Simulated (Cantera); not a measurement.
A closed system holds: 1 mol Fe3O4, 0.47 mol HCl, 9.9 mol H2, held at 0.0510 bar.

These are equilibrium values from Cantera (NASA tables, ideal gas, pure condensed phases), not measurements of a reactor. Candidate condensed phases: Fe, FeCl2, FeCl3, FeO, Fe(OH)2, Fe(OH)3, Fe2O3, Fe3O4, H2O; 22 gas species. Mutual solubility and eutectic melting of coexisting phases are not modelled. The tables' stoichiometric FeO is somewhat more stable than real wüstite, so its field is too wide. FeO: taken at fixed stoichiometry. Kinetics and transport are ignored. All values below are at 1077 °C.

Base state: H2 0.707, H2O 0.249, HCl 0.0425, FeCl2 0.00141 (mole fractions); condensed: Fe(γ) + FeO(s).

Q: What changes in the equilibrium state with this change: H2 from 9.9 to 0.15 mol?

A: 
```
species         before     after
-------------  -------  --------
HCl             0.0425     0.495
H2O              0.249     0.364
FeCl2          0.00141     0.131
H2               0.707   0.00972
FeCl3          1.52e-8  0.000140
Fe2Cl4         1.40e-8  0.000120
Fe(γ), mol        1.57         0
FeO(s), mol       1.42     0.351
Fe3O4(s), mol        0     0.856
```

Q: What changes in the equilibrium state with this change: H2 from 9.9 to 0.32 mol?

A: 
| species | before | after |
|---|---|---|
| H2O | 0.249 | 0.472 |
| HCl | 0.0425 | 0.437 |
| FeCl2 | 0.00141 | 0.0789 |
| H2 | 0.707 | 0.0126 |
| FeCl3 | 1.52e-8 | 6.51e-5 |
| Fe2Cl4 | 1.40e-8 | 4.35e-5 |
| Cl | 4.44e-7 | 3.42e-5 |
| Fe(γ), mol | 1.57 | 0 |
| FeO(s), mol | 1.42 | 0.868 |
| Fe3O4(s), mol | 0 | 0.690 |
